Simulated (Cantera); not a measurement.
A perfectly stirred reactor is fed with C₂H₆ : N₂ : H₂O = 1 : 43 : 2.6 (molar parts), at 750 Torr; it is held at 1125 K, and followed from long to short residence time.

Computed with Cantera and GRI-Mech 3.0 (53 species, 325 reactions).

One state of this run: x C₂H₆ = 0.0131; x CH₃ = 2.17e-6; x H₂ = 0.00801; x CH₄ = 0.000517; x C₂H₄ = 0.00744; x HCN = <1e-12; x H = 3.81e-7. x: mole fraction; the columns are a selection and need not sum to one.

Q: Which value of τ (s) does it belong to?
(A) 0.059
(B) 0.031
(C) 0.016
(D) 0.0043

A: A, 0.059
